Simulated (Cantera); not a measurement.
Input: 1 mol CsOH, 3.6 mol H2, at 1523.15 K and 1.00 bar.

These are equilibrium values from Cantera (NASA tables, ideal gas, pure condensed phases), not measurements of a reactor. Candidate condensed phases: Cs, CsOH, H2O; 15 gas species. The numbers say what is thermodynamically allowed, not how fast it happens.

Base state: H2 0.718, CsOH 0.137, H2O 0.0724, Cs 0.0723, Cs2(OH)2 8.46e-5, Cs2 4.30e-5, H 1.96e-5 (mole fractions); condensed: gas only.

Question: What changes in the equilibrium state with this change: temperature from 1523.15 K to 1175 K?

Answer: 
| species | before | after |
|---|---|---|
| H2 | 0.718 | 0.761 |
| CsOH | 0.137 | 0.170 |
| H2O | 0.0724 | 0.0304 |
| Cs | 0.0723 | 0.0303 |
| H | 1.96e-5 | 1.07e-7 |
| Cs2(OH)2 | 8.46e-5 | 0.00746 |
| Cs2 | 4.30e-5 | 2.55e-5 |

Question: What changes in the equilibrium state with this change: temperature from 1523.15 K to 1125 K?

Answer: 
| species | before | after |
|---|---|---|
| H2 | 0.718 | 0.773 |
| CsOH | 0.137 | 0.163 |
| H2O | 0.0724 | 0.0245 |
| Cs | 0.0723 | 0.0245 |
| Cs2(OH)2 | 8.46e-5 | 0.0151 |
| H | 1.96e-5 | 3.91e-8 |
| Cs2 | 4.30e-5 | 2.08e-5 |
